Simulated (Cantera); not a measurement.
## Transport properties of process gases

Gas mixture: N₂O = 0.65 (molar parts), at 46.5 Torr, frozen composition.

Cantera's kinetic-theory transport with the Lennard-Jones parameters of GRI-Mech 3.0, ideal gas; thermal conductivity in the mixture-averaged form.

```tsv
T (K)	ρ (kg/m³)	cp (J/kg/K)	μ (µPa s)	λ (mW/m/K)	Pr	D (cm²/s) CH₄	D (cm²/s) N₂	D (cm²/s) H₂O
400	0.0820	970.3	19.5	25.5	0.741	4.75	4.31	4.77
500	0.0656	1043	23.6	33.2	0.740	7.10	6.40	7.38
600	0.0547	1101	27.3	40.7	0.739	9.80	8.78	10.4
700	0.0469	1150	30.8	47.9	0.739	12.8	11.5	13.9
800	0.0410	1192	34.0	54.9	0.739	16.1	14.4	17.8
900	0.0365	1227	37.1	61.5	0.740	19.8	17.6	22.1
1000	0.0328	1255	40.0	68.0	0.739	23.6	21.0	26.7
```
D: mixture-averaged diffusion coefficient of that species in the mixture.
